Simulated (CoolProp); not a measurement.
Model: reference Helmholtz-energy equation of state, Thol 2015, in CoolProp.

Q: For octamethylcyclotetrasiloxane (D4), give the phase and the density (kg/m³), cp (kJ/(kg K)), cv (kJ/(kg K)), expansivity (1/kK) at 221.05 °C and 6.15 MPa.

A: 
- 221.05 °C and 6.15 MPa: liquid; density 739, cp 2.06, cv 1.81, expansivity 1.66
